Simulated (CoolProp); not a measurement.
Ammonia along the isobar 13.1 MPa: Z from the reference equation and from simpler models built on Tc = 405.6 K, pc = 11.36 MPa, ω = 0.256; each cubic takes its own stable root.

Model: reference Helmholtz-energy equation of state, Gao 2020, in CoolProp.

```
T (K)          phase  reference  van der Waals  Redlich-Kwong  Soave-Redlich-Kwong  Peng-Robinson
-----  -------------  ---------  -------------  -------------  -------------------  -------------
276.3         liquid     0.1510         0.2821         0.1964               0.1900         0.1683
307.1         liquid     0.1454         0.2688         0.1904               0.1834         0.1623
337.9         liquid     0.1436         0.2625         0.1906               0.1831         0.1620
368.7         liquid     0.1476         0.2654         0.2001               0.1927         0.1709
399.5         liquid     0.1688         0.2898         0.2363               0.2325         0.2089
430.3  supercritical     0.5338         0.5282         0.5422               0.5757         0.5458
461.1  supercritical     0.6882         0.6730         0.6842               0.7199         0.6902
491.9  supercritical     0.7712         0.7464         0.7606               0.7989         0.7706
522.7  supercritical     0.8259         0.7955         0.8117               0.8516         0.8248
553.5  supercritical     0.8648         0.8314         0.8487               0.8895         0.8643
```
